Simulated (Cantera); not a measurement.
A Cantera script and what it prints.

```python
import numpy as np
import cantera as ct

gas_names = """
    CL CL2 H HCL H2 Si SiCL SiCL2 SiCL3 SiCL4 SiH SiHCL3 SiH2 SiH2CL2 SiH3 SiH3CL SiH4 Si2 Si3
""".split()
cond_names = """
    Si(cr) Si(L)
""".split()


# ... load() reads the species with a 1 bar reference pressure and builds the phases ...
atoms = {
    'SiH2Cl2': {'Si': 1, 'H': 2, 'CL': 2},
    'H2': {'H': 2},
}
top_T = {}  # K; cautious upper limits of use, not melting points


# ... equilibrate(T, P, feed) seeds the gas with the atoms and calls Mixture.equilibrate('TP', solver="vcs", rtol=1e-11, max_steps=5000) ...
results = []
feed = {'SiH2Cl2': 1, 'H2': 5.2}  # mol
T = 1550  # K
P = 1600  # Pa
mix = equilibrate(T, P, feed)
results.append((T, P, feed, dict(zip(mix.species_names, mix.species_moles))))
x = sorted(zip(gas.X, gas.species_names), reverse=True)
print(f"T = {T:g} K  P = {P:g} Pa  gas = {mix.phase_moles(0):.4g} mol")
print("   x: " + "  ".join(f"{s} {v:.3e}" for v, s in x if v > 0.0001))
print("   condensed (mol): " + ("  ".join(f"{mix.phase(i).name} {mix.phase_moles(i):.4g}"
      for i in range(1, mix.n_phases) if mix.phase_moles(i) > 1e-12) or "none"))
```

Result:

```
T = 1550 K  P = 1600 Pa  gas = 7.19 mol
   x: H2 7.974e-01  HCL 1.295e-01  SiCL2 7.009e-02  SiCL3 2.347e-03  H 2.223e-04  SiCL4 2.189e-04  SiHCL3 1.657e-04
   condensed (mol): Si(cr) 0.4761
```

These are equilibrium values from Cantera (NASA tables, ideal gas, pure condensed phases), not measurements of a reactor. The tables' values for SiCl3, SiCl are old estimates; treat these amounts as uncertain.
